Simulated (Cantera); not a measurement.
Feed: 1 mol CO₂, 0.24 mol H₂, at 1 atm.

Method: chemical equilibrium by Gibbs-energy minimisation in Cantera with the NASA 1993 tables (ideal gas, pure condensed phases). Candidate condensed phases: C, C₆H₆, C₇H₈, C₈H₁₈, H₂O; 110 gas species. The numbers say what is thermodynamically allowed, not how fast it happens. All values below are at 1675 K.

Base state: CO₂ 0.628, CO 0.178, H₂O 0.178, H₂ 0.0153, H 1.42e-5 (mole fractions); condensed: gas only.

Q: What changes in the equilibrium state with this change: CO₂ replaced by PH₃?

A: 
| species | before | after |
|---|---|---|
| H₂ | 0.0153 | 0.783 |
| P₂ | 0 | 0.209 |
| P₄ | 0 | 0.00821 |
| CO₂ | 0.628 | 0 |
| CO | 0.178 | 0 |
| H₂O | 0.178 | 0 |
| PH₃ | 0 | 0.000122 |
| PH | 0 | 3.59e-5 |
| P | 0 | 1.03e-5 |
Further candidate phases: P.
